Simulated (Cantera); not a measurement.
An adiabatic, constant-pressure homogeneous reactor starts with H₂ : O₂ : N₂ = 1 : 0.357 : 1.34 (molar parts), equivalence ratio 1.4, at 1775 K and 0.365 atm. Integrator tolerance rtol = 1e-08.

Model: the H2/O2 subset of GRI-Mech 3.0, which has no nitrogen chemistry, integrated in Cantera.

**Question.** What does this change do: initial temperature 1775 to 1425 K?

**Answer.** 
| quantity | before | after |
|---|---|---|
| time of steepest temperature rise | 16.3 µs | 46.2 µs |
| temperature at 0.600 s | 2851 K | 2762 K |
| equilibrium temperature | 2851 K | 2762 K |
| x(H₂) at 0.600 s | 0.124 (gas-phase equilibrium 0.124) | 0.122 (gas-phase equilibrium 0.122) |
| x(O₂) at 0.600 s | 0.00671 (gas-phase equilibrium 0.00671) | 0.00425 (gas-phase equilibrium 0.00425) |
| x(H₂O₂) at 0.600 s | 1.59e-7 (gas-phase equilibrium 1.59e-7) | 1.19e-7 (gas-phase equilibrium 1.19e-7) |
| x(H) at 0.600 s | 0.0570 (gas-phase equilibrium 0.0570) | 0.0413 (gas-phase equilibrium 0.0413) |
| x(OH) at 0.600 s | 0.0313 (gas-phase equilibrium 0.0313) | 0.0235 (gas-phase equilibrium 0.0235) |
| x(O) at 0.600 s | 0.00895 (gas-phase equilibrium 0.00895) | 0.00503 (gas-phase equilibrium 0.00503) |
| x(H₂O) at 0.600 s | 0.233 (gas-phase equilibrium 0.233) | 0.255 (gas-phase equilibrium 0.255) |

**Question.** What does this change do: pressure from 0.365 atm to 4.93 atm?

**Answer.** 
```json
[
 {"quantity": "time of steepest temperature rise", "before": "16.3 µs", "after": "1.28 µs"},
 {"quantity": "temperature at 0.600 s", "before": "2851 K", "after": "3115 K"},
 {"quantity": "equilibrium temperature", "before": "2851 K", "after": "3115 K"},
 {"quantity": "x(H₂) at 0.600 s", "before": "0.124 (gas-phase equilibrium 0.124)", "after": "0.125 (gas-phase equilibrium 0.125)"},
 {"quantity": "x(O₂) at 0.600 s", "before": "0.00671 (gas-phase equilibrium 0.00671)", "after": "0.00361 (gas-phase equilibrium 0.00361)"},
 {"quantity": "x(H₂O₂) at 0.600 s", "before": "1.59e-7 (gas-phase equilibrium 1.59e-7)", "after": "7.03e-7 (gas-phase equilibrium 7.03e-7)"},
 {"quantity": "x(H) at 0.600 s", "before": "0.0570 (gas-phase equilibrium 0.0570)", "after": "0.0353 (gas-phase equilibrium 0.0353)"},
 {"quantity": "x(OH) at 0.600 s", "before": "0.0313 (gas-phase equilibrium 0.0313)", "after": "0.0262 (gas-phase equilibrium 0.0262)"},
 {"quantity": "x(O) at 0.600 s", "before": "0.00895 (gas-phase equilibrium 0.00895)", "after": "0.00448 (gas-phase equilibrium 0.00448)"},
 {"quantity": "x(H₂O) at 0.600 s", "before": "0.233 (gas-phase equilibrium 0.233)", "after": "0.255 (gas-phase equilibrium 0.255)"}
]
```
The hydrogen kinetics of GRI-Mech 3.0 are dated; newer H2 mechanisms differ, most at raised pressure. Above 3000 K some thermodynamic fits are extrapolated.
